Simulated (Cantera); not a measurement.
A Cantera script and what it prints.

```python
import numpy as np
import cantera as ct

gas_names = """
    B BH BH2 BH3 BN BO BO2 B2 B2O B2O2 B2O3 B3O3H3 H HBO HBO2 HNO HNO2 HNO3 HO2 H2 H2O H2O2 H3B3O6 N NH
    NH2 NH3 NH2OH NO NO2 NO3 N2 N2H2 N2H4 N2O O OH O2 O3
""".split()
cond_names = """
    B(b) B(L) BN(s) B2O3(L) B3O3H3(cr) H2O(s) H2O(L)
""".split()


# ... load() reads the species with a 1 bar reference pressure and builds the phases ...
atoms = {
    'B2H6': {'B': 2, 'H': 6},
    'NH3': {'N': 1, 'H': 3},
    'H2O': {'H': 2, 'O': 1},
}
top_T = {'BN(s)': 3200}  # K; cautious upper limits of use, not melting points


# ... equilibrate(T, P, feed) seeds the gas with the atoms and calls Mixture.equilibrate('TP', solver="vcs", rtol=1e-11, max_steps=5000) ...
results = []
feed = {'B2H6': 1, 'NH3': 0.31, 'H2O': 2.8}  # mol
P = 4500  # Pa
for T in [1850, 1875, 1900, 1925, 1950, 1975, 2000, 2025, 2050, 2075, 2100, 2125, 2150]:
    mix = equilibrate(T, P, feed)
    results.append((T, P, feed, dict(zip(mix.species_names, mix.species_moles))))

top = {s: max(r[3][s] / sum(r[3][g] for g in gas_names) for r in results) for s in gas_names}
cols = sorted((s for s in top if top[s] > 0.0001), key=lambda s: -top[s])[:9]
seen = [c for c in cond_names if any(r[3].get(c, 0) > 1e-12 for r in results)]
print("log10 of partial pressures in bar; condensed amounts in mol")
print(f"{'T/K':>10s}" + "".join(f"{s[:9]:>10s}" for s in cols + seen))
for T, P, feed, n in results:
    ng = sum(n[g] for g in gas_names)
    print(f"{T:10.4g}" + "".join(f"{np.log10(max(n[s] / ng * P / 1e5, 1e-99)):10.3f}" for s in cols)
          + "".join(f"{n.get(c, 0):10.4g}" for c in seen))
```

Output:

```
log10 of partial pressures in bar; condensed amounts in mol
       T/K        H2      B2O3       HBO      HBO2        N2        BO         H      B2O2       H2O
      1850    -1.448    -2.504    -2.573    -2.787    -3.028    -3.891    -3.993    -3.158    -4.161
      1875    -1.449    -2.510    -2.567    -2.777    -3.028    -3.810    -3.908    -3.162    -4.116
      1900    -1.450    -2.517    -2.561    -2.767    -3.028    -3.731    -3.826    -3.168    -4.071
      1925    -1.451    -2.524    -2.555    -2.758    -3.029    -3.656    -3.745    -3.173    -4.027
      1950    -1.452    -2.531    -2.550    -2.750    -3.029    -3.582    -3.667    -3.180    -3.984
      1975    -1.454    -2.539    -2.546    -2.741    -3.030    -3.511    -3.591    -3.187    -3.943
      2000    -1.455    -2.547    -2.542    -2.733    -3.030    -3.442    -3.516    -3.195    -3.901
      2025    -1.456    -2.555    -2.539    -2.726    -3.031    -3.375    -3.444    -3.203    -3.861
      2050    -1.458    -2.563    -2.537    -2.718    -3.031    -3.311    -3.373    -3.213    -3.821
      2075    -1.460    -2.572    -2.535    -2.711    -3.032    -3.249    -3.304    -3.223    -3.782
      2100    -1.461    -2.581    -2.535    -2.704    -3.033    -3.188    -3.237    -3.234    -3.743
      2125    -1.463    -2.591    -2.534    -2.698    -3.034    -3.130    -3.172    -3.247    -3.705
      2150    -1.466    -2.601    -2.535    -2.691    -3.035    -3.075    -3.108    -3.260    -3.667
```

Method: chemical equilibrium by Gibbs-energy minimisation in Cantera with the NASA 1993 tables (ideal gas, pure condensed phases). The feed counts by its element totals alone.
